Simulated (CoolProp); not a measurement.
A single-stage vapour-compression cycle with hydrogen sulfide: evaporating at 206.15 K (dew point), condensing at 258.15 K (bubble point), superheat 10 K, subcooling 2 K, compressor efficiency 0.65, no pressure losses. Each further row changes one setting.

Values from CoolProp's reference Helmholtz-energy equation of state, Lemmon 2006. It is a short technical equation, of lower accuracy than the large ones.

```
case                              cooling COP  pressure ratio  discharge temperature (K)  refrigerating effect (kJ/kg)  volumetric capacity (kJ/m³)
--------------------------------  -----------  --------------  -------------------------  ----------------------------  ---------------------------
as stated                                 ___            9.08                      447.9                           464                          636
evaporating temperature 211.15 K         2.32            6.97                      423.0                           468                          821
condensing temperature 253.15 K          2.25             ___                        ___                           474                          650
subcooling 7 K                            ___            9.08                      447.9                           474                          650
superheat 20 K                           1.94            9.08                      467.5                           474                          620
compressor efficiency 0.55               1.68            9.08                      486.7                           464                          636
```

Q: Complete the blanks.

A: 
- as stated, cooling COP: 1.99
- condensing temperature 253.15 K, pressure ratio: 7.67
- condensing temperature 253.15 K, discharge temperature (K): 426.3
- subcooling 7 K, cooling COP: 2.03
